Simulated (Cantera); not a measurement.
Input (Python, Cantera) and output of one run.

```python
import numpy as np
import cantera as ct

gas_names = """
    TiCL3 CL
""".split()
cond_names = """
    Ti(a) Ti(b) Ti(L) TiCL4(L)
""".split()


# ... load() reads the species with a 1 bar reference pressure and builds the phases ...
species = {s.name: s for s in load("nasa_gas.yaml", gas_names) + load("nasa_condensed.yaml", cond_names)}
# Each term lists the table entries of one substance; the one whose range holds T is used.
reactions = {
    'TiCl3(g) = Ti + 3 Cl(g)':
        [(-1, ['TiCL3']), (1, ['Ti(a)', 'Ti(b)', 'Ti(L)']), (3, ['CL'])],
    '4 TiCl3(g) = 3 TiCl4 + Ti':
        [(-4, ['TiCL3']), (3, ['TiCL4(L)']), (1, ['Ti(a)', 'Ti(b)', 'Ti(L)'])],
}


def pick(names, T):
    return next(species[n] for n in names if species[n].thermo.min_temp <= T <= species[n].thermo.max_temp)


results = []
for label, terms in reactions.items():
    print(label)
    print("     T/K   dH/kJ  dS/(J/K)   dG/kJ   log10 K")
    for T in [300, 373, 423, 473, 523]:
        used = [(nu, pick(names, T)) for nu, names in terms]
        dH = sum(nu * s.thermo.h(T) for nu, s in used) / 1e6
        dS = sum(nu * s.thermo.s(T) for nu, s in used) / 1e3
        dG = dH - T * dS / 1e3
        logK = -dG * 1e6 / (ct.gas_constant * T * np.log(10))
        results.append((label, T, dH, dS, dG, logK, [s.name for _, s in used]))
        print(f"{T:8g} {dH:8.1f} {dS:8.1f} {dG:8.1f} {logK:8.2f}")
```

It prints:

```
TiCl3(g) = Ti + 3 Cl(g)
     T/K   dH/kJ  dS/(J/K)   dG/kJ   log10 K
     300    903.3    209.5    840.4  -146.32
     373    904.5    213.2    825.0  -115.53
     423    905.3    215.1    814.3  -100.55
     473    906.0    216.7    803.5   -88.73
     523    906.7    218.1    792.6   -79.16
4 TiCl3(g) = 3 TiCl4 + Ti
     T/K   dH/kJ  dS/(J/K)   dG/kJ   log10 K
     300   -254.9   -478.5   -111.4    19.39
     373   -243.1   -443.2    -77.8    10.90
     423   -235.6   -424.2    -56.1     6.93
     473   -228.3   -407.9    -35.3     3.90
     523   -221.2   -393.7    -15.3     1.53
```

Cantera with NASA thermochemical tables; ideal gases at 1 bar, condensed phases pure. Condensed species are held in their standard states even where they would react or evaporate.
